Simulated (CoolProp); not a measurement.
Model: reference Helmholtz-energy equation of state, Lemmon 2022, in CoolProp.

### Question
For R1234yf, give the phase and the Z, isothermal compressibility (1/MPa), viscosity (µPa s), fugacity coefficient at -87.45 °C and 3690 kPa; 111.95 °C and 3690 kPa.

### Answer
- -87.45 °C and 3690 kPa: liquid; Z 0.192, isothermal compressibility 0.00109, viscosity 800, fugacity coefficient 0.000982
- 111.95 °C and 3690 kPa: supercritical; Z 0.551, isothermal compressibility 0.632, viscosity 20.7, fugacity coefficient 0.688

Viscosity comes from a separate model (Bell 2016), an estimate that may be off by 10 % or more.
